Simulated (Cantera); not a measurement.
Cantera run:

```python
import numpy as np
import cantera as ct

gas_names = """
    N2O O N2 H NO2 N H2O OH H2
""".split()
cond_names = """

""".split()


def load(file, names, dense=False):
    # The tables refer to 1 bar. Condensed volumes are neglected.
    table = {s.name: s for s in ct.Species.list_from_file(file)}
    out = []
    for n in names:
        d = dict(table[n].input_data)
        d["thermo"] = dict(d["thermo"], **{"reference-pressure": 1e5})
        if dense:
            d["equation-of-state"] = {"model": "constant-volume", "density": "1e6 g/cm^3"}
        out.append(ct.Species.from_dict(d))
    return out


species = {s.name: s for s in load("nasa_gas.yaml", gas_names) + load("nasa_condensed.yaml", cond_names)}
# Each term lists the table entries of one substance; the one whose range holds T is used.
reactions = {
    'N2O(g) = O(g) + N2(g)':
        [(-1, ['N2O']), (1, ['O']), (1, ['N2'])],
    '4 H(g) + NO2(g) = N(g) + 2 H2O(g)':
        [(-4, ['H']), (-1, ['NO2']), (1, ['N']), (2, ['H2O'])],
    '2 OH(g) = H2(g) + 2 O(g)':
        [(-2, ['OH']), (1, ['H2']), (2, ['O'])],
}


def pick(names, T):
    return next(species[n] for n in names if species[n].thermo.min_temp <= T <= species[n].thermo.max_temp)


results = []
for label, terms in reactions.items():
    print(label)
    print("     T/K   dH/kJ  dS/(J/K)   dG/kJ   log10 K")
    for T in [1825, 1900, 1975, 2050, 2125, 2200, 2275, 2350, 2425]:
        used = [(nu, pick(names, T)) for nu, names in terms]
        dH = sum(nu * s.thermo.h(T) for nu, s in used) / 1e6
        dS = sum(nu * s.thermo.s(T) for nu, s in used) / 1e3
        dG = dH - T * dS / 1e3
        logK = -dG * 1e6 / (ct.gas_constant * T * np.log(10))
        results.append((label, T, dH, dS, dG, logK, [s.name for _, s in used]))
        print(f"{T:8g} {dH:8.1f} {dS:8.1f} {dG:8.1f} {logK:8.2f}")
```

Output:

```
N2O(g) = O(g) + N2(g)
     T/K   dH/kJ  dS/(J/K)   dG/kJ   log10 K
    1825    167.2    136.2    -81.4     2.33
    1900    166.9    136.0    -91.6     2.52
    1975    166.5    135.9   -101.8     2.69
    2050    166.2    135.7   -112.0     2.85
    2125    165.9    135.5   -122.2     3.00
    2200    165.5    135.4   -132.3     3.14
    2275    165.2    135.2   -142.5     3.27
    2350    164.8    135.1   -152.6     3.39
    2425    164.4    134.9   -162.8     3.51
4 H(g) + NO2(g) = N(g) + 2 H2O(g)
     T/K   dH/kJ  dS/(J/K)   dG/kJ   log10 K
    1825   -962.7   -225.9   -550.4    15.75
    1900   -964.1   -226.7   -533.4    14.66
    1975   -965.5   -227.4   -516.4    13.66
    2050   -966.7   -228.0   -499.3    12.72
    2125   -968.0   -228.6   -482.2    11.85
    2200   -969.1   -229.2   -465.0    11.04
    2275   -970.3   -229.7   -447.8    10.28
    2350   -971.3   -230.1   -430.6     9.57
    2425   -972.3   -230.5   -413.3     8.90
2 OH(g) = H2(g) + 2 O(g)
     T/K   dH/kJ  dS/(J/K)   dG/kJ   log10 K
    1825    435.3    105.6    242.5    -6.94
    1900    435.8    105.9    234.6    -6.45
    1975    436.3    106.1    226.6    -5.99
    2050    436.8    106.4    218.7    -5.57
    2125    437.2    106.6    210.7    -5.18
    2200    437.7    106.8    202.7    -4.81
    2275    438.1    107.0    194.7    -4.47
    2350    438.5    107.2    186.6    -4.15
    2425    439.0    107.4    178.6    -3.85
```

Cantera with NASA thermochemical tables; ideal gases at 1 bar, condensed phases pure. Condensed species are held in their standard states even where they would react or evaporate.
